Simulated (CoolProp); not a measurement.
Vapour-liquid equilibrium of R143a (1) + isobutene (2) at 0.00855 MPa; x and y are mole fractions of (1).

Model: multi-fluid Helmholtz-energy mixture model, Lemmon and Jacobsen 2000 and Lemmon 2005; pair parameters Bell 2016, in CoolProp.

```json
[
 {"x": "0.05", "bubble temperature (°C)": "-71.0", "y at the bubble point": "0.639", "dew temperature at overall composition x (°C)": "-57.5", "liquid density (mol/L)": "12.47"},
 {"x": "0.2", "bubble temperature (°C)": "-82.3", "y at the bubble point": "0.868", "dew temperature at overall composition x (°C)": "-60.0", "liquid density (mol/L)": "12.96"},
 {"x": "0.35", "bubble temperature (°C)": "-84.8", "y at the bubble point": "0.899", "dew temperature at overall composition x (°C)": "-63.1", "liquid density (mol/L)": "13.31"},
 {"x": "0.5", "bubble temperature (°C)": "-85.6", "y at the bubble point": "0.911", "dew temperature at overall composition x (°C)": "-66.7", "liquid density (mol/L)": "13.66"},
 {"x": "0.65", "bubble temperature (°C)": "-86.3", "y at the bubble point": "0.923", "dew temperature at overall composition x (°C)": "-71.4", "liquid density (mol/L)": "14.05"},
 {"x": "0.8", "bubble temperature (°C)": "-87.1", "y at the bubble point": "0.942", "dew temperature at overall composition x (°C)": "-78.0", "liquid density (mol/L)": "14.48"},
 {"x": "0.95", "bubble temperature (°C)": "-88.1", "y at the bubble point": "0.980", "dew temperature at overall composition x (°C)": "-87.3", "liquid density (mol/L)": "14.97"}
]
```

No azeotrope shows between x = 0.05 and 0.95.

The pair parameters rest on a limited set of measurements; away from them the model extrapolates. With so large a gap from Raoult's law the liquid may split in two, which this calculation doesn't test in full.
